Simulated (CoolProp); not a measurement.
Properties of vinyl chloride along the isobar 19.1 MPa.

The numbers come from the reference Helmholtz-energy equation of state, Thol 2022 in CoolProp.

| T (K) | phase | Z | cv (kJ/(kg K)) | Joule-Thomson coefficient (K/MPa) | expansivity (1/kK) |
|---|---|---|---|---|---|
| 283 | liquid | 0.5295 | 0.9222 | -0.3837 | 1.640 |
| 292.9 | liquid | 0.5201 | 0.9294 | -0.3693 | 1.674 |
| 302.8 | liquid | 0.5116 | 0.9374 | -0.3527 | [?] |
| 312.7 | liquid | 0.5040 | 0.9460 | -0.3337 | [?] |
| 322.6 | liquid | 0.4972 | 0.9552 | -0.3119 | 1.806 |
| 332.5 | liquid | [?] | 0.9648 | -0.2871 | 1.862 |
| 342.4 | liquid | 0.4860 | 0.9748 | -0.2588 | 1.927 |
| 352.3 | liquid | 0.4816 | 0.9851 | -0.2265 | 2.001 |
| 362.2 | liquid | 0.4780 | 0.9957 | -0.1893 | 2.085 |
| 372.2 | liquid | 0.4752 | 1.007 | -0.1462 | 2.183 |

Question: Some entries are withheld; supply them.

Answer: 
- 302.8, expansivity (1/kK): 1.712
- 312.7, expansivity (1/kK): 1.756
- 332.5, Z: 0.4912
